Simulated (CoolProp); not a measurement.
Vapour-liquid equilibrium of R143a (1) + R134a (2) at 126 kPa; x and y are mole fractions of (1).

The numbers come from the multi-fluid Helmholtz-energy mixture model, Lemmon and Jacobsen 2000 and Tillner-Roth 1994; pair parameters Lemmon 2004 in CoolProp.

| x | bubble temperature (K) | y at the bubble point | dew temperature at overall composition x (K) | liquid density (mol/L) |
|---|---|---|---|---|
| 0.05 | 250.4 | 0.108 | 251.3 | 13.38 |
| 0.15 | 247.6 | 0.293 | ___ | 13.44 |
| 0.25 | 244.9 | 0.444 | 248.3 | 13.49 |
| 0.35 | 242.5 | 0.567 | 246.6 | 13.54 |
| 0.45 | 240.3 | ___ | 244.8 | 13.58 |
| 0.55 | 238.2 | 0.754 | 242.9 | 13.61 |
| 0.65 | 236.3 | ___ | 240.7 | 13.65 |
| 0.75 | ___ | 0.885 | 238.3 | 13.67 |
| 0.85 | 232.9 | 0.936 | 235.6 | 13.70 |
| 0.95 | 231.4 | 0.980 | ___ | 13.72 |

Problem. Complete the blanks.

Solution. 
- 0.15, dew temperature at overall composition x (K): 249.8
- 0.45, y at the bubble point: 0.669
- 0.65, y at the bubble point: 0.825
- 0.75, bubble temperature (K): 234.6
- 0.95, dew temperature at overall composition x (K): 232.4

No azeotrope shows between x = 0.05 and 0.95.

The pair parameters rest on a limited set of measurements; away from them the model extrapolates.
